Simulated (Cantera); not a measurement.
Charge: 1 mol B, 0.63 mol O2, 17 mol N2, at 0.370 bar.

Method: chemical equilibrium by Gibbs-energy minimisation in Cantera with the NASA 1993 tables (ideal gas, pure condensed phases). Candidate condensed phases: B, BN, B2O3; 17 gas species. Mutual solubility and eutectic melting of coexisting phases are not modelled. The numbers say what is thermodynamically allowed, not how fast it happens. All values below are at 1698 K.

Base state: N2 0.998, B2O3 0.00205, B2O2 8.07e-5, BO 1.99e-5 (mole fractions); condensed: BN(s) + B2O3(l).

Task: What changes in the equilibrium state with this change: 0.15 mol HF added?

Result: 
```json
[
 {"species": "N2", "before": "0.998", "after": "0.984"},
 {"species": "BOF", "before": "0", "after": "0.00863"},
 {"species": "H2", "before": "0", "after": "0.00376"},
 {"species": "HBO2", "before": "0", "after": "0.000812"},
 {"species": "HBO", "before": "0", "after": "0.000256"},
 {"species": "HF", "before": "0", "after": "7.57e-5"},
 {"species": "H2O", "before": "0", "after": "1.92e-5"},
 {"species": "BN(s), mol", "before": "0.159", "after": "0.113"},
 {"species": "B2O3(l), mol", "before": "0.384", "after": "0.323"}
]
```
Further candidate phases: B3O3H3, H2O.
